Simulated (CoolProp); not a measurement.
R125 at several states: Z from the reference equation and from simpler models built on Tc = 66.0 °C, pc = 3.618 MPa, ω = 0.305; each cubic takes its own stable root.

Model: reference Helmholtz-energy equation of state, Lemmon 2005, in CoolProp.

```json
[
 {"T (°C)": "224.95", "p (MPa)": "2.77", "phase": "gas", "reference": "0.9409", "van der Waals": "0.9128", "Redlich-Kwong": "0.9220"},
 {"T (°C)": "4.75", "p (MPa)": "0.504", "phase": "gas", "reference": "0.8943", "van der Waals": "0.9292", "Redlich-Kwong": "0.9105"},
 {"T (°C)": "101.95", "p (MPa)": "0.0581", "phase": "gas", "reference": "0.9961", "van der Waals": "0.9963", "Redlich-Kwong": "0.9959"}
]
```
